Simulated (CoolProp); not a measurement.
CF4 (R14) at 258.66 K and 0.306 MPa is throttled through a valve to 0.173 MPa with no heat exchange. Each further row changes one setting.

Model: reference Helmholtz-energy equation of state, Platzer 1990, in CoolProp. This equation is an older, rougher fit.

```json
[
 {"case": "as stated", "temperature change (K)": "[?]", "final density (kg/m³)": "7.18"},
 {"case": "outlet pressure 0.0519 MPa", "temperature change (K)": "[?]", "final density (kg/m³)": "[?]"},
 {"case": "outlet pressure 0.225 MPa", "temperature change (K)": "[?]", "final density (kg/m³)": "[?]"}
]
```

Problem. What belongs in the gaps?

Solution. 
- as stated, temperature change (K): -1.0
- outlet pressure 0.0519 MPa, temperature change (K): -2.0
- outlet pressure 0.0519 MPa, final density (kg/m³): 2.15
- outlet pressure 0.225 MPa, temperature change (K): -0.6
- outlet pressure 0.225 MPa, final density (kg/m³): 9.36
